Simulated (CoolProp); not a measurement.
Ethanol along the isotherm 346.85 °C: Z from the reference equation and from simpler models built on Tc = 241.6 °C, pc = 6.268 MPa, ω = 0.644; each cubic takes its own stable root.

The numbers come from the reference Helmholtz-energy equation of state, Schroeder 2014 in CoolProp.

```csv
p (MPa),phase,reference
2.85,gas,0.9429
5.7,gas,0.8803
8.55,supercritical,0.8087
11.4,supercritical,0.7275
14.2,supercritical,0.6492
17.1,supercritical,0.5947
19.9,supercritical,0.5790
22.8,supercritical,0.5875
25.6,supercritical,0.6072
28.5,supercritical,0.6337
31.3,supercritical,0.6625
```

How far does each simpler model (van der Waals, Redlich-Kwong, Soave-Redlich-Kwong, Peng-Robinson) lie from the reference over these 11 states: mean and median of the absolute difference, and the worst?


- van der Waals: mean 15.3 %, median 16.0 %, worst +28.5 % at 346.85 °C and 31.3 MPa
- Redlich-Kwong: mean 8.4 %, median 8.1 %, worst -15.4 % at 346.85 °C and 11.4 MPa
- Soave-Redlich-Kwong: mean 16.1 %, median 21.7 %, worst +27.6 % at 346.85 °C and 25.6 MPa
- Peng-Robinson: mean 10.9 %, median 14.1 %, worst +18.6 % at 346.85 °C and 22.8 MPa
